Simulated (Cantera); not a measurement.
Input: 1 mol SiO₂, 13 mol HCl, 1.5 mol N₂, 8.2 mol NF₃, at 1325 K and 0.0263 Torr.

These are equilibrium values from Cantera (NASA tables, ideal gas, pure condensed phases), not measurements of a reactor. Candidate condensed phases: H₂O, NH₄Cl, Si, SiO₂, Si₂N₂O, Si₃N₄; 72 gas species. The numbers say what is thermodynamically allowed, not how fast it happens.

Base state: HF 0.325, Cl 0.284, F 0.173, N₂ 0.140, SiF₄ 0.0250, O₂ 0.0249, ClF 0.0168, Cl₂ 0.0118 (mole fractions); condensed: gas only.

Q: What changes in the equilibrium state with this change: NF₃ from 8.2 to 1.9 mol?

A: 
```tsv
species	before	after
HCl	4.19e-6	0.412
HF	0.325	0.222
Cl	0.284	0.211
F	0.173	8.93e-7
ClF	0.0168	6.47e-8
O₂	0.0249	0.0136
Cl₂	0.0118	0.00654
SiF₄	0.0250	0.0142
N₂	0.140	0.120
H₂O	<1e-9	0.00105
NO	6.74e-5	4.62e-5
SiO₂(β-quartz), mol	0	0.710
```
The tables hold silica as quartz up to 1696 K and as liquid above; real silica turns to tridymite and cristobalite and melts near 1996 K.

Q: What changes in the equilibrium state with this change: temperature from 1325 K to 1625 K?

A: 
```csv
species,before,after
HF,0.325,0.316
Cl,0.284,0.315
F,0.173,0.184
ClF,0.0168,0.000256
Cl₂,0.0118,0.000215
O₂,0.0249,0.0239
N₂,0.140,0.136
SiF₄,0.0250,0.0243
O,7.35e-6,0.000508
HCl,4.19e-6,4.32e-5
NO,6.74e-5,0.000301
```
